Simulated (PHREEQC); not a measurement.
Dissolve 0.0033 mol/kgw HF, 8.2e-05 mol/kgw NH4HF2 and 0.00026 mol/kgw HCl at 25 °C. Closed to the air; pH follows from the charge balance.

Model: ion-association model, wateq4f.dat, run in PHREEQC.

Precipitation was switched off in this run.

Task: Predict the pH, ionic strength.

Result: pH 2.88; ionic strength 0.00145 mol/kgw.

Task: In which forms is F present?

Result: HF 65 %, F- 34 %, H2F2 0.8 %, HF2- 0.6 % of the F.
